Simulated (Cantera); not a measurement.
Mixture: 23.2 % CO, 1.51 % H2, 15.8 % O2, 59.5 % N2, at 0.770 bar, adiabatic and at constant pressure. Ignition delay is the time to a rise of 400 K.

Cantera simulation using GRI-Mech 3.0 (53 species, 325 reactions); the numbers are that mechanism's predictions, not measurements. Below about 950 K walls govern HO2 and H2O2 in real vessels. Where the delays flatten at high temperature, the 400 K rule measures the pace of heat release, not the induction time.

Task: Predict: delay at 925 K; delay at 1075 K; delay at 1225 K; delay at 1375 K; delay at 1525 K.

Result: 
```json
{
  "delay at 925 K": "7.21 ms",
  "delay at 1075 K": "0.424 ms",
  "delay at 1225 K": "0.216 ms",
  "delay at 1375 K": "0.164 ms",
  "delay at 1525 K": "0.154 ms"
}
```
